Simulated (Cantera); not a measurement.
A closed system holds: 1 mol SiH₄, 12 mol H₂, 0.047 mol HCl, at 625 °C and 1000 Pa.

Method: chemical equilibrium by Gibbs-energy minimisation in Cantera with the NASA 1993 tables (ideal gas, pure condensed phases). Candidate condensed phases: Si; 19 gas species. Rates play no part.

Q: What is the equilibrium state?

A: 
```
Quantity       Result
----------  ---------
x(H₂)           0.997
x(HCl)        0.00258
x(SiHCl₃)    0.000106
x(SiCl₄)      9.89e-5
x(SiH₂Cl₂)    1.08e-5
x(SiCl₂)      9.02e-6
x(SiCl₃)      4.29e-6
n(Si(s))    0.997 mol
gas amount  14.04 mol
```
